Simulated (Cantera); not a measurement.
An adiabatic, constant-pressure homogeneous reactor starts with CH4 : O2 : N2 : CO2 = 1 : 1.54 : 5.78 : 0.64 (molar parts), at 1173 K and 0.460 bar. Integrator tolerance rtol = 1e-08.

Cantera simulation using GRI-Mech 3.0 (53 species, 325 reactions); the numbers are that mechanism's predictions, not measurements.

Q: What does this change do: pressure from 0.460 bar to 3.80 bar?

A: 
```tsv
quantity	before	after
temperature at 0.100 s	1179 K	2540 K
equilibrium temperature	2465 K	2540 K
x(CH4) at 0.100 s	0.110 (gas-phase equilibrium <1e-12)	<1e-12 (gas-phase equilibrium <1e-12)
x(O2) at 0.100 s	0.171 (gas-phase equilibrium 0.00268)	0.000836 (gas-phase equilibrium 0.000836)
x(CO2) at 0.100 s	0.0714 (gas-phase equilibrium 0.0918)	0.0957 (gas-phase equilibrium 0.0957)
x(HCN) at 0.100 s	<1e-12 (gas-phase equilibrium 1.39e-9)	9.50e-9 (gas-phase equilibrium 9.50e-9)
x(H) at 0.100 s	2.44e-8 (gas-phase equilibrium 0.00513)	0.00238 (gas-phase equilibrium 0.00238)
x(H2O) at 0.100 s	0.00109 (gas-phase equilibrium 0.178)	0.184 (gas-phase equilibrium 0.184)
x(CH2) at 0.100 s	5.92e-12 (gas-phase equilibrium <1e-12)	<1e-12 (gas-phase equilibrium <1e-12)
time of steepest temperature rise	not reached	24.3 ms
```

Q: What does this change do: pressure from 0.460 bar to 5.00 bar?

A: 
```json
[
 {"quantity": "temperature at 0.100 s", "before": "1179 K", "after": "2547 K"},
 {"quantity": "equilibrium temperature", "before": "2465 K", "after": "2547 K"},
 {"quantity": "x(CH4) at 0.100 s", "before": "0.110 (gas-phase equilibrium <1e-12)", "after": "<1e-12 (gas-phase equilibrium <1e-12)"},
 {"quantity": "x(O2) at 0.100 s", "before": "0.171 (gas-phase equilibrium 0.00268)", "after": "0.000693 (gas-phase equilibrium 0.000693)"},
 {"quantity": "x(CO2) at 0.100 s", "before": "0.0714 (gas-phase equilibrium 0.0918)", "after": "0.0960 (gas-phase equilibrium 0.0960)"},
 {"quantity": "x(HCN) at 0.100 s", "before": "<1e-12 (gas-phase equilibrium 1.39e-9)", "after": "1.23e-8 (gas-phase equilibrium 1.23e-8)"},
 {"quantity": "x(H) at 0.100 s", "before": "2.44e-8 (gas-phase equilibrium 0.00513)", "after": "0.00213 (gas-phase equilibrium 0.00213)"},
 {"quantity": "x(H2O) at 0.100 s", "before": "0.00109 (gas-phase equilibrium 0.178)", "after": "0.185 (gas-phase equilibrium 0.185)"},
 {"quantity": "x(CH2) at 0.100 s", "before": "5.92e-12 (gas-phase equilibrium <1e-12)", "after": "<1e-12 (gas-phase equilibrium <1e-12)"},
 {"quantity": "time of steepest temperature rise", "before": "not reached", "after": "18.1 ms"}
]
```
